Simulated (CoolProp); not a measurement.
The fluid at 298.15 K and 7.22 MPa is throttled through a valve to 2.11 MPa with no heat exchange. The same conditions are run with several fluids, on thermodynamics alone (safety and materials aside).

Values from CoolProp's reference Helmholtz-energy equation of state of each fluid (hydrogen chloride: Thol 2018; n-undecane: Aleksandrov 2011; R143a: Lemmon and Jacobsen 2000; dimethyl ether: Wu 2011; R410A: Lemmon 2003). Blends and air are pseudo-pure fits.

```csv
fluid,temperature change (K),final phase,final density (kg/m³)
hydrogen chloride,-32.6,…,…
n-undecane,…,liquid,736
R143a,-0.6,liquid,…
dimethyl ether,…,liquid,663
R410A,-0.8,liquid,1070
```

Question: Some entries are withheld; supply them.

Answer: 
- hydrogen chloride, final phase: two-phase, vapour fraction 0.201
- hydrogen chloride, final density (kg/m³): 187
- n-undecane, temperature change (K): +2.2
- R143a, final density (kg/m³): 941
- dimethyl ether, temperature change (K): +1.0
